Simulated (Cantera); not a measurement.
**Stirred combustor or abatement burner**

A perfectly stirred reactor is fed with CH4 : C2H6 : C3H8 : O2 : N2 = 1 : 0.035 : 1.7 : 13.8 : 51.8 (molar parts), equivalence ratio 0.77, at 10.0 bar; it is adiabatic with a 725 K inlet, and is followed from long to short residence time, starting on the burning branch (τ in s: 0.053, 0.024, 0.011, 0.0048, 0.0021, 0.00095, 0.00042, 0.00019, 8.5e-05, 3.8e-05, 1.7e-05, 7.6e-06).

Computed with Cantera and GRI-Mech 3.0 (53 species, 325 reactions). GRI-Mech 3.0 was tuned for natural gas; its chemistry of propane as a main component is partial and can be far from experiment.

```tsv
τ (s)	T (K)	x CH4	x C2H6	x C3H8	x HCO	x CO2
0.053	2300	1.69e-7	8.62e-10	3.75e-8	3.15e-9	0.0863
0.024	2302	3.62e-7	1.87e-9	8.14e-8	6.77e-9	0.0862
0.011	2303	7.61e-7	4.01e-9	1.74e-7	1.47e-8	0.0861
0.0048	2302	1.64e-6	8.96e-9	3.87e-7	3.37e-8	0.0858
0.0021	2297	3.39e-6	1.97e-8	8.45e-7	7.79e-8	0.0853
0.00095	2288	6.44e-6	4.12e-8	1.73e-6	1.76e-7	0.0843
0.00042	2270	1.18e-5	8.59e-8	3.49e-6	4.11e-7	0.0825
0.00019	2242	2.10e-5	1.73e-7	6.69e-6	9.46e-7	0.0797
8.5e-5	2201	3.87e-5	3.54e-7	1.28e-5	2.21e-6	0.0756
3.8e-5	2143	7.68e-5	7.64e-7	2.54e-5	5.14e-6	0.0694
1.7e-5	2056	0.000181	1.93e-6	5.72e-5	1.19e-5	0.0595
7.6e-6	725	0.0146	0.000512	0.0249	<1e-12	<1e-12
```
x: mole fraction; the columns are a selection and need not sum to one.
